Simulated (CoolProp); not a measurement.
Saturated liquid density (kg/m³) of R1234yf: the reference equation beside estimates from Tc = 367.8 K, pc = 3.384 MPa, ω = 0.276.

The numbers come from the reference Helmholtz-energy equation of state, Lemmon 2022 in CoolProp.

```json
[
 {"T (K)": "288.6", "reference": "1125", "Redlich-Kwong": "940.4", "Soave-Redlich-Kwong": "989.7", "Peng-Robinson": "1123"},
 {"T (K)": "293.2", "reference": "1109", "Redlich-Kwong": "923.2", "Soave-Redlich-Kwong": "972.5", "Peng-Robinson": "1104"},
 {"T (K)": "297.8", "reference": "1093", "Redlich-Kwong": "905.3", "Soave-Redlich-Kwong": "954.5", "Peng-Robinson": "1083"},
 {"T (K)": "302.5", "reference": "1076", "Redlich-Kwong": "886.4", "Soave-Redlich-Kwong": "935.3", "Peng-Robinson": "1062"},
 {"T (K)": "307.1", "reference": "1058", "Redlich-Kwong": "867.2", "Soave-Redlich-Kwong": "915.7", "Peng-Robinson": "1039"},
 {"T (K)": "311.7", "reference": "1040", "Redlich-Kwong": "847.2", "Soave-Redlich-Kwong": "895.0", "Peng-Robinson": "1016"},
 {"T (K)": "316.3", "reference": "1020", "Redlich-Kwong": "826.4", "Soave-Redlich-Kwong": "873.4", "Peng-Robinson": "991.1"},
 {"T (K)": "321", "reference": "999.7", "Redlich-Kwong": "804.1", "Soave-Redlich-Kwong": "850.0", "Peng-Robinson": "964.3"}
]
```

Absolute difference from the reference over all 8 rows, mean and median: Redlich-Kwong 17.9 and 17.8 %, Soave-Redlich-Kwong 13.4 and 13.3 %, Peng-Robinson 1.7 and 1.5 %.
